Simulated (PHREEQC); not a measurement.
A solution holds 0.067 mol/kgw CuCl2, 0.0022 mol/kgw HCl and 0.14 mol/kgw Na2SO4, at 20 °C. Closed to the air; pH follows from the charge balance.

Equilibrium calculation in PHREEQC: ion-association model, wateq4f.dat.

```
quantity                       before    after
----------------------------  -------  -------
pH                               3.23     1.84
ionic strength (mol/kgw)        0.449    0.467
Cu+2 (mol/kgw)                 0.0347   0.0386
CuCl+ (mol/kgw)               0.00250  0.00275
CuCl2 (mol/kgw)               6.61e-5  7.15e-5
CuOH+ (mol/kgw)               2.27e-7  1.03e-8
SI of Atacamite (Cu2(OH)3Cl)    -3.06    -7.14
SI of Tenorite (CuO)            -3.41    -6.14
```

Name the change that produced these shifts.
A. 0.044 mol/kgw HNO3 added
B. Na2SO4 replaced by Cs2SO4 at the same molality
C. diluted 100-fold with water
D. diluted 5-fold with water
E. Na2SO4 left out

A, 0.044 mol/kgw HNO3 added

Precipitation was switched off in this run.
